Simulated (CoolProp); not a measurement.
A Linde-Hampson liquefier for dry air: isothermal reversible compression at 290 K from 1 atm to 20 MPa, throttling to 1 atm, return gas leaving the recuperator 2 K below the feed. Each further row changes one setting.

Model: reference Helmholtz-energy equation of state, Lemmon 2000, in CoolProp. It is a pseudo-pure fit of the blend.

```
case                        liquid yield per pass  compression work (kJ/kg of gas)
--------------------------  ---------------------  -------------------------------
as stated                                   0.085                              438
high pressure 40 MPa                        0.112                              501
warm-end temperature 320 K                  0.062                              486
warm-end gap 7 K                            0.074                              438
```
